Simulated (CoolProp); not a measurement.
Vapour-liquid equilibrium of 1-butene (1) + n-butane (2) at 60.65 °C; x and y are mole fractions of (1).

Values from CoolProp's multi-fluid Helmholtz-energy mixture model, Lemmon 2005 and Bücker 2006; pair parameters Bell 2016.

```csv
x,bubble pressure (bar),y at the bubble point,dew pressure at overall composition x (bar),liquid density (mol/L)
0.05,6.550,0.058,6.541,9.114
0.15,6.686,0.171,6.660,9.163
0.25,6.823,0.281,6.784,9.213
0.35,6.961,0.387,6.913,9.263
0.45,7.097,[?],7.045,[?]
0.55,7.229,[?],7.180,9.366
0.65,7.356,0.682,[?],9.420
0.75,7.475,0.774,[?],9.475
0.85,7.587,0.865,7.569,9.533
0.95,7.689,0.955,7.684,9.593
```

Fill in the missing entries.


- 0.45, y at the bubble point: 0.489
- 0.45, liquid density (mol/L): 9.314
- 0.55, y at the bubble point: 0.587
- 0.65, dew pressure at overall composition x (bar): 7.314
- 0.75, dew pressure at overall composition x (bar): 7.445

No azeotrope shows between x = 0.05 and 0.95.

Pair parameters are fitted to limited data, so mixtures are less certain than the pure fluids.
